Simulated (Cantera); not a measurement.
Input (Python, Cantera) and output of one run.

```python
import numpy as np
import cantera as ct

gas_names = [...]  # 113 gases of nasa_gas.yaml made of C, H, O, Ti
cond_names = """
    C(gr) C6H6(L) C7H8(L) C8H18(L),n-octa H2O(s) H2O(L) Ti(a) Ti(b) Ti(L) TiC(s) TiC(L) TiO(a) TiO(b)
    TiO(L) TiO2(ru) TiO2(L) Ti2O3(a) Ti2O3(b) Ti2O3(L) Ti3O5(a) Ti3O5(b) Ti3O5(L) Ti4O7(s) Ti4O7(L)
""".split()


# ... load() reads the species with a 1 bar reference pressure and builds the phases ...
atoms = {
    'TiO2': {'Ti': 1, 'O': 2},
    'CH4': {'C': 1, 'H': 4},
    'H2': {'H': 2},
    'CO': {'C': 1, 'O': 1},
}
top_T = {'C(gr)': 4500}  # K; cautious upper limits of use, not melting points


# ... equilibrate(T, P, feed) seeds the gas with the atoms and calls Mixture.equilibrate('TP', solver="vcs", rtol=1e-11, max_steps=5000) ...
results = []
feed = {'TiO2': 1, 'CH4': 0.4, 'H2': 3.9, 'CO': 2.2}  # mol
T = 1675  # K
P = 640000  # Pa
mix = equilibrate(T, P, feed)
results.append((T, P, feed, dict(zip(mix.species_names, mix.species_moles))))
x = sorted(zip(gas.X, gas.species_names), reverse=True)
print(f"T = {T:g} K  P = {P:g} Pa  gas = {mix.phase_moles(0):.4g} mol")
print("   x: " + "  ".join(f"{s} {v:.3e}" for v, s in x if v > 0.0001))
print("   condensed (mol): " + ("  ".join(f"{mix.phase(i).name} {mix.phase_moles(i):.4g}"
      for i in range(1, mix.n_phases) if mix.phase_moles(i) > 1e-12) or "none"))
```

It prints:

```
T = 1675 K  P = 640000 Pa  gas = 7.204 mol
   x: H2 6.452e-01  CO 3.506e-01  CH4 3.209e-03  H2O 8.049e-04  CO2 1.319e-04
   condensed (mol): C(gr) 0.0496  Ti3O5(b) 0.3333
```

Equilibrium computed with Cantera from the NASA thermochemical tables; the gas is ideal and each condensed phase is pure.
